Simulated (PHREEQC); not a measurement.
PHREEQC input (ion-association model, wateq4f.dat):

```
SOLUTION_MASTER_SPECIES
  An  An-  0  An  62.0  # stands for a non-complexing anion
SOLUTION_SPECIES
  An- = An-
    -log_k 0
    -gamma 3.0 0
PHASES
  Fix_H+
    H+ = H+
    -log_k 0
SOLUTION 1
  temp 25
  units mmol/kgw
  pH 7 charge
  F 2.3
  Na 12.3
  B 0.59
  An 10
END
SELECTED_OUTPUT 1
  -reset false
  -pH true
  -pe true
  -ionic_strength true
  -water true
  -totals B F Na
  -molalities Hfo_wOH Hfo_wOH2+ Hfo_wO- Hfo_sOH Hfo_sOH2+ Hfo_sO- Hfo_wF Hfo_wOHF- Hfo_wH2BO3
USER_PUNCH 1
  -headings sigma psi
  10 PUNCH EDL("sigma", "Hfo"), EDL("psi", "Hfo")
PRINT
  -reset false
USE solution 1
SURFACE 1
  Hfo_wOH 0.00561798 600 2.5
  Hfo_sOH 0.000140449
EQUILIBRIUM_PHASES 1
  Fix_H+ -3 HAn 10
    -force_equality true
  O2(g) -0.68 10
END
# ... the last block is repeated for the other 16 points of pH, with NaOH or the acid as the point needs
```

Selected output (columns that matter, 11 of 17 rows; pH added in front):

```
pH	mu	B	F	Na	m_Hfo_wOH	m_Hfo_wOH2+	m_Hfo_wO-	m_Hfo_sOH	m_Hfo_sOH2+	m_Hfo_sO-	m_Hfo_wF	m_Hfo_wOHF-	sigma	psi
3	0.015035	0.00058963	7.7595e-05	0.0123	0.00014119	0.0032538	1.4035e-07	5.8405e-06	0.0001346	5.8058e-09	0.0020824	0.00013988	0.20897	0.17317
4	0.013539	0.00058841	6.5817e-05	0.0123	0.00063891	0.0027398	3.4132e-06	2.6531e-05	0.00011377	1.4173e-07	0.0016415	0.0005926	0.14522	0.15722
4.5	0.013162	0.00058755	0.00010127	0.0123	0.00098945	0.002418	9.2753e-06	4.0671e-05	9.9393e-05	3.8126e-07	0.001346	0.00085267	0.10647	0.14209
5.5	0.012682	0.00058575	0.00033504	0.0123	0.0017317	0.0018805	3.653e-05	6.6656e-05	7.2385e-05	1.4061e-06	0.00081009	0.0011548	0.048899	0.10377
6	0.012546	0.00058467	0.00058541	0.0123	0.0021772	0.0016553	6.5602e-05	7.8444e-05	5.964e-05	2.3636e-06	0.0005647	0.0011499	0.031977	0.083352
7	0.012389	0.00058216	0.0013074	0.0123	0.0032401	0.0011722	0.00020516	9.8553e-05	3.5656e-05	6.2403e-06	0.00018803	0.00080459	0.012345	0.043275
8	0.01229	0.00058081	0.0019768	0.0123	0.0040325	0.00076786	0.00048515	0.00010715	2.0404e-05	1.2891e-05	3.5403e-05	0.00028783	0.00015415	0.00060896
8.5	0.012299	0.00058154	0.00216	0.012359	0.0041983	0.00065059	0.00062065	0.00010781	1.6706e-05	1.5937e-05	1.2736e-05	0.00012724	-0.0062095	-0.023676
9.5	0.012906	0.00058659	0.0022799	0.013128	0.0042502	0.00047742	0.00086681	0.0001067	1.1985e-05	2.1761e-05	1.3572e-06	1.8706e-05	-0.026882	-0.074565
10	0.013251	0.00058862	0.0022923	0.013616	0.0041754	0.00037861	0.0010549	0.00010455	9.4804e-06	2.6414e-05	4.2328e-07	7.2266e-06	-0.045059	-0.098642
11	0.014845	0.00058984	0.0022986	0.015708	0.0036319	0.00016619	0.0018183	9.0819e-05	4.1557e-06	4.5469e-05	3.6666e-08	1.2405e-06	-0.10902	-0.14023
```

Real BF4- forms and hydrolyses slowly; the run takes it at equilibrium. The oxide is taken as insoluble; below pH 4 it would dissolve.
